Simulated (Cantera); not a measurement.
A Cantera script and what it prints.

```python
import numpy as np
import cantera as ct

gas_names = """
    H HO2 H2 H2O H2O2 O OH O2 O3 Pb PbO Pb2
""".split()
cond_names = """
    H2O(s) H2O(L) Pb(cr) Pb(L) PbO(rd) PbO(yw) PbO(L) PbO2(s) Pb3O4(s)
""".split()


def load(file, names, dense=False):
    # The tables refer to 1 bar. Condensed volumes are neglected.
    table = {s.name: s for s in ct.Species.list_from_file(file)}
    out = []
    for n in names:
        d = dict(table[n].input_data)
        d["thermo"] = dict(d["thermo"], **{"reference-pressure": 1e5})
        if dense:
            d["equation-of-state"] = {"model": "constant-volume", "density": "1e6 g/cm^3"}
        out.append(ct.Species.from_dict(d))
    return out


gas = ct.Solution(thermo="ideal-gas", species=load("nasa_gas.yaml", gas_names))
cond = {s.name: ct.Solution(thermo="fixed-stoichiometry", species=[s], name=s.name)
        for s in load("nasa_condensed.yaml", cond_names, dense=True)}
atoms = {
    'Pb': {'Pb': 1},
    'H2O': {'H': 2, 'O': 1},
    'H2': {'H': 2},
}
top_T = {'Pb3O4(s)': 820}  # K; cautious upper limits of use, not melting points


def equilibrate(T, P, feed):
    n = {}
    for name, mol in feed.items():
        for a, k in atoms[name].items():
            n[a] = n.get(a, 0.0) + k * mol
    gas.TPX = T, P, n
    mass = sum(n.values()) * gas.mean_molecular_weight
    gas.equilibrate("TP")
    valid = [c for c in cond.values() if c.min_temp <= T <= top_T.get(c.name, c.max_temp)]
    mix = ct.Mixture([(gas, mass / gas.mean_molecular_weight)] + [(c, 0.0) for c in valid])
    mix.T, mix.P = T, P
    mix.equilibrate("TP", solver="vcs", rtol=1e-11, max_steps=5000)
    return mix


results = []
feed = {'Pb': 1, 'H2O': 0.1, 'H2': 65}  # mol
T = 1673  # K
P = 890  # Pa
mix = equilibrate(T, P, feed)
results.append((T, P, feed, dict(zip(mix.species_names, mix.species_moles))))
print(gas.report(threshold=1e-06))
for i in range(1, mix.n_phases):
    print(f"{mix.phase(i).name:16s} {mix.phase_moles(i):12.5e} mol")
```

Output:

```
       temperature   1673 K
          pressure   890 Pa
           density   0.00032895 kg/m^3
  mean mol. weight   5.1413 kg/kmol
   phase of matter   gas

                          1 kg             1 kmol
                     ---------------   ---------------
          enthalpy        8.6837e+06        4.4645e+07  J
   internal energy        5.9781e+06        3.0735e+07  J
           entropy             43385        2.2305e+05  J/K
    Gibbs function         -6.39e+07       -3.2853e+08  J
 heat capacity c_p            6396.1             32884  J/K
 heat capacity c_v            4778.9             24569  J/K

                      mass frac. Y      mole frac. X     chem. pot. / RT
                     ---------------   ---------------   ---------------
                 H        0.00023455         0.0011963           -11.833
                H2           0.38513           0.98217           -23.666
               H2O         0.0052975         0.0015118           -55.317
                Pb           0.60933          0.015119           -18.233
     [   +8 minor]        3.0472e-06        1.3429e-07

Pb(L)             0.00000e+00 mol
PbO(L)            0.00000e+00 mol
```

Cantera equilibrium calculation (NASA polynomials, part measured and part estimated; ideal gas, pure solids and liquids).
